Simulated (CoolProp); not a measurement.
Tetradecamethylhexasiloxane (MD4M) along the isobar 1.16 MPa: density (kg/m³) from the reference equation and from simpler models built on Tc = 380.0 °C, pc = 0.8286 MPa, ω = 0.800; each cubic takes its own stable root.

Model: reference Helmholtz-energy equation of state, Thol 2019, in CoolProp.

| T (°C) | phase | reference | van der Waals | Redlich-Kwong | Soave-Redlich-Kwong | Peng-Robinson |
|---|---|---|---|---|---|---|
| 183.95 | liquid | [?] | 417.7 | 596.3 | 654.9 | 737.0 |
| 202.05 | liquid | 712.9 | 409.7 | 581.0 | 640.4 | 721.1 |
| 220.15 | liquid | 693.2 | 401.3 | 565.0 | 624.5 | 703.7 |
| 238.25 | liquid | 672.7 | 392.4 | 548.1 | 607.0 | [?] |
| 256.35 | liquid | 651.3 | 383.1 | 530.1 | 587.8 | 663.0 |
| 274.45 | liquid | [?] | 373.2 | 510.9 | 566.5 | 639.1 |
| 292.55 | liquid | 604.8 | 362.5 | 490.3 | 542.6 | 612.1 |
| 310.65 | liquid | 578.7 | 351.1 | 468.0 | 515.6 | 581.3 |
| 328.75 | liquid | 549.7 | 338.6 | 443.6 | 484.5 | 545.5 |
| 346.85 | liquid | 515.8 | 324.8 | 416.2 | 447.8 | 502.8 |

Problem. Fill in the missing entries.

Solution. 
- 183.95, reference: 732.1
- 238.25, Peng-Robinson: 684.4
- 274.45, reference: 628.8
